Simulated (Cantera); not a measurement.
Charge: 1 mol SiHCl3, 1 mol CH4, 1.3 mol H2, held at 10000 Pa.

These are equilibrium values from Cantera (NASA tables, ideal gas, pure condensed phases), not measurements of a reactor. Candidate condensed phases: C, C6H6, C7H8, C8H18, Si, SiC; 109 gas species. Rates play no part.

Over these rows the condensed part is C(graphite) + SiC(s). Partial pressures as log10 of bar:

```tsv
T (K)	1000/T (1/K)	log p SiHCl3	log p H2	log p HCl	log p SiCl2
1623	0.6161	-4.27	-1.32	-1.30	-2.69
1723	0.5804	-4.55	-1.32	-1.31	-2.54
1823	0.5485	?	-1.32	-1.32	-2.42
1923	0.5200	-5.06	-1.31	-1.34	-2.33
2023	0.4943	-5.30	-1.31	-1.35	-2.26
2123	0.4710	-5.52	-1.30	-1.37	-2.20
```

Task: Fit log p(SiHCl3) = a + b·(1000/T) to the five rows, give the apparent enthalpy, and predict the row at 1823 K.

Result: Means: 1000/T = 0.5364, log p = -4.940. Sxy = 0.125615, Sxx = 0.0146066, so b = 8.60 and a = -4.940 − (8.60)×0.5364 = -9.55.
Apparent enthalpy: −19.145 × (8.60) = -165 kJ/mol. With the condensed phases at unit activity, SiC(s) + 3 HCl(g) = SiHCl3(g) + C(graphite) + H2(g) links this pressure to the main gases: over the six rows their terms move log p by -0.23 in all, so the slope isn't that reaction's ΔH° alone. The five rows lie within 0.02 of the line.
Prediction at 1823 K: -9.55 + (8.60)×0.5485 = -4.83. The computed value is -4.81, 0.02 from the line.
